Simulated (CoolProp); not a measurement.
Model: reference Helmholtz-energy equation of state, Lemmon 2003, in CoolProp. It is a pseudo-pure fit of the blend.

For R404A, give the phase and the cp (kJ/(kg K)), cv (kJ/(kg K)), speed of sound (m/s), isothermal compressibility (1/MPa) at 500 K and 15.2 bar.


- 500 K and 15.2 bar: gas; cp 1.20, cv 1.09, speed of sound 208, isothermal compressibility 0.682
